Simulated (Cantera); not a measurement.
## Premixed flame

A freely propagating, adiabatic, planar premixed flame of H₂ : O₂ : N₂ = 1.3 : 0.909 : 2.55 (molar parts), unburnt at 575 K and 100.0 Torr; mixture-averaged transport, grid criteria slope 0.08 and curve 0.16, no radiation.

Model: the H2/O2 subset of GRI-Mech 3.0, which has no nitrogen chemistry, integrated in Cantera. Burning velocities carry a grid error of a few per cent, more on coarse grids.

```tsv
z (mm)	T (K)	u (m/s)	x H₂	x O₂	x H₂O	x O	x HO₂	x OH
-17.0	575	5.66	0.273	0.191	<1e-8	<1e-8	<1e-8	<1e-8
-11.4	575	5.66	0.273	0.191	<1e-8	<1e-8	<1e-8	<1e-8
-8.52	575	5.66	0.273	0.191	<1e-8	<1e-8	<1e-8	<1e-8
-5.68	575	5.66	0.273	0.191	2.01e-8	<1e-8	3.26e-7	<1e-8
-2.84	582	5.72	0.272	0.191	0.000408	6.79e-6	6.72e-5	3.05e-5
-1.42	708	6.87	0.249	0.188	0.0116	0.000260	4.73e-5	0.000405
0	1103	10.3	0.119	0.142	0.110	0.00934	2.17e-5	0.00389
1.42	1389	12.9	0.0362	0.0843	0.206	0.0222	1.10e-5	0.0103
2.84	1519	14.0	0.0316	0.0769	0.218	0.0235	8.47e-6	0.0135
5.68	1669	15.2	0.0314	0.0731	0.227	0.0223	6.50e-6	0.0172
11.4	1831	16.5	0.0296	0.0697	0.238	0.0196	4.82e-6	0.0208
22.7	1997	17.7	0.0259	0.0665	0.251	0.0158	3.48e-6	0.0232
45.4	2152	18.9	0.0205	0.0640	0.265	0.0117	2.74e-6	0.0238
```
x: mole fraction of selected species; z is measured from the peak of heat release.

- laminar burning velocity = 566 cm/s
- thermal thickness = 5.68 mm
- peak x(O) = 0.0235
- peak x(HO₂) = 6.98e-5
- peak x(OH) = 0.0239
- grid points = 138
